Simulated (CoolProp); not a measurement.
Aqueous calcium chloride as a coolant, 9 % by mass, freezing at -5.0 °C, 1 atm.

Computed with CoolProp (Melinder's fits for secondary coolants).

```tsv
T (°C)	Prandtl number	cp (kJ/(kg K))	density (kg/m³)	conductivity (W/(m K))
1.4	13.5	3.630	1079	(withheld)
8.3	10.9	3.641	1078	0.569
15.3	(withheld)	3.654	1077	0.581
22.2	7.44	3.668	1076	0.592
29.2	6.31	(withheld)	(withheld)	0.603
36.2	5.42	(withheld)	1071	0.614
```

Problem. Fill in the missing entries.

Solution. 
- 1.4, conductivity (W/(m K)): 0.558
- 15.3, Prandtl number: 8.89
- 29.2, cp (kJ/(kg K)): 3.682
- 29.2, density (kg/m³): 1074
- 36.2, cp (kJ/(kg K)): 3.697
